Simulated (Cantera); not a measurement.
Input: 1 mol Si₃N₄, 0.072 mol H₂O, 4.1 mol N₂, at 130000 Pa.

Cantera equilibrium calculation (NASA polynomials, part measured and part estimated; ideal gas, pure solids and liquids). Candidate condensed phases: H₂O, Si, SiO₂, Si₂N₂O, Si₃N₄; 35 gas species. Mutual solubility and eutectic melting of coexisting phases are not modelled. The tables' values for SiN are old estimates; treat these amounts as uncertain. Kinetics and transport are ignored.

x: gas mole fraction; n: condensed amount in mol.

```
T (K)   x N₂    x H₂     x SiO       x H      x Si    x Si₂N  n Si₂N₂O(s)  n Si₃N₄(s)
-----  -----  ------  --------  --------  --------  --------  -----------  ----------
950    0.983  0.0172    <1e-12  6.39e-11    <1e-12    <1e-12       0.0720       0.952
1050   0.983  0.0172    <1e-12  9.32e-10    <1e-12    <1e-12       0.0720       0.952
1150   0.983  0.0172    <1e-12   8.57e-9    <1e-12    <1e-12       0.0720       0.952
1250   0.983  0.0172         ?         ?    <1e-12    <1e-12       0.0720       0.952
1350   0.983  0.0172  1.28e-10   2.74e-7    <1e-12    <1e-12       0.0720       0.952
1450   0.983  0.0172   4.49e-9   1.09e-6  1.33e-12    <1e-12       0.0720       0.952
1550   0.983  0.0172         ?         ?         ?    <1e-12       0.0720       0.952
1650   0.983  0.0172   1.48e-6   1.04e-5   1.37e-9  1.30e-11       0.0720       0.952
1750   0.983  0.0171   1.61e-5   2.67e-5   2.39e-8  4.90e-10       0.0719       0.952
1850   0.983  0.0171  0.000135   6.18e-5   3.05e-7   1.24e-8       0.0714       0.952
1950   0.982  0.0171  0.000898  0.000131   2.98e-6   2.22e-7       0.0682       0.953
2050   0.978  0.0169   0.00495  0.000259   2.33e-5   2.99e-6       0.0511       0.959
2150   0.966  0.0165    0.0168  0.000475  0.000150   3.15e-5            0       0.976
```

Problem. Fill in the missing entries.

Solution. 
- 1550, x SiO: 9.88e-8
- 1550, x H: 3.62e-6
- 1550, x Si: 5.36e-11
- 1250, x SiO: 2.03e-12
- 1250, x H: 5.55e-8
